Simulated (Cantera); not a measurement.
An adiabatic, constant-pressure homogeneous reactor starts with CO : H₂ : CH₄ : O₂ : N₂ = 1 : 0.44 : 0.22 : 0.892 : 3.36 (molar parts), equivalence ratio 1.3, at 1700 K and 0.987 atm. Integrator tolerance rtol = 1e-08.

Computed with Cantera and GRI-Mech 3.0 (53 species, 325 reactions).

Task: What does this change do: constant volume in place of constant pressure?

Result: 
```json
[
 {"quantity": "time of steepest temperature rise", "before": "26.4 µs", "after": "25.4 µs"},
 {"quantity": "temperature at 4.00 s", "before": "2852 K", "after": "2979 K"},
 {"quantity": "equilibrium temperature", "before": "2852 K", "after": "2979 K"},
 {"quantity": "x(CO) at 4.00 s", "before": "0.126 (gas-phase equilibrium 0.126)", "after": "0.133 (gas-phase equilibrium 0.133)"},
 {"quantity": "x(H₂) at 4.00 s", "before": "0.0230 (gas-phase equilibrium 0.0230)", "after": "0.0246 (gas-phase equilibrium 0.0246)"},
 {"quantity": "x(CH₄) at 4.00 s", "before": "<1e-12 (gas-phase equilibrium <1e-12)", "after": "<1e-12 (gas-phase equilibrium <1e-12)"},
 {"quantity": "x(C₂H) at 4.00 s", "before": "<1e-12 (gas-phase equilibrium <1e-12)", "after": "<1e-12 (gas-phase equilibrium <1e-12)"},
 {"quantity": "x(CH₂O) at 4.00 s", "before": "1.17e-9 (gas-phase equilibrium 1.17e-9)", "after": "2.27e-9 (gas-phase equilibrium 2.27e-9)"},
 {"quantity": "x(CH₂CO) at 4.00 s", "before": "<1e-12 (gas-phase equilibrium <1e-12)", "after": "<1e-12 (gas-phase equilibrium <1e-12)"},
 {"quantity": "x(C₂H₄) at 4.00 s", "before": "<1e-12 (gas-phase equilibrium <1e-12)", "after": "<1e-12 (gas-phase equilibrium <1e-12)"}
]
```
